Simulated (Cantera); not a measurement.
**Ammonia decomposition in nitride growth gas**

An isothermal, constant-pressure homogeneous reactor starts with NH₃ : N₂ = 1 : 0.53 (molar parts), at 1725 K and 9.00 Torr.

Model: the gas-phase N/H chemistry of the illustrative SiF4/NH3 mechanism in the Surface Chemkin manual (1991), integrated in Cantera. Walls and surfaces, which speed up NH3 decomposition in real reactors, are not modelled.

| t (s) | x NH₃ | x N₂H₂ | x H₂ | x NH₂ | x N |
|---|---|---|---|---|---|
| 7.00e-6 | 0.654 | <1e-12 | 4.90e-9 | 2.27e-8 | <1e-12 |
| 2.11e-5 | 0.654 | <1e-12 | 3.10e-8 | 8.47e-8 | <1e-12 |
| 6.38e-5 | 0.654 | <1e-12 | 1.36e-7 | 2.98e-7 | <1e-12 |
| 0.000192 | 0.654 | 2.14e-12 | 4.64e-7 | 9.53e-7 | <1e-12 |
| 0.000581 | 0.654 | 5.06e-11 | 1.45e-6 | 2.93e-6 | <1e-12 |
| 0.00175 | 0.654 | 8.77e-10 | 4.44e-6 | 8.89e-6 | <1e-12 |
| 0.00529 | 0.654 | 1.10e-8 | 1.36e-5 | 2.69e-5 | 4.46e-12 |
| 0.0160 | 0.653 | 1.20e-7 | 4.55e-5 | 8.07e-5 | 6.65e-11 |
| 0.0482 | 0.653 | 1.14e-6 | 0.000270 | 0.000234 | 5.82e-10 |
| 0.145 | 0.650 | 3.92e-6 | 0.00279 | 0.000423 | 5.84e-9 |
| 0.439 | 0.639 | 4.03e-6 | 0.0131 | 0.000415 | 2.45e-8 |
| 1.33 | 0.606 | 3.64e-6 | 0.0428 | 0.000375 | 7.31e-8 |
| 4.00 | 0.523 | 2.77e-6 | 0.118 | 0.000317 | 1.41e-7 |
x: mole fraction; the columns are a selection and need not sum to one.

Equilibrium at this temperature and pressure: NH₃ 1.19e-7, N₂H₂ <1e-12, H₂ 0.592, NH₂ 6.77e-10, N 5.27e-11 (gas phase only).
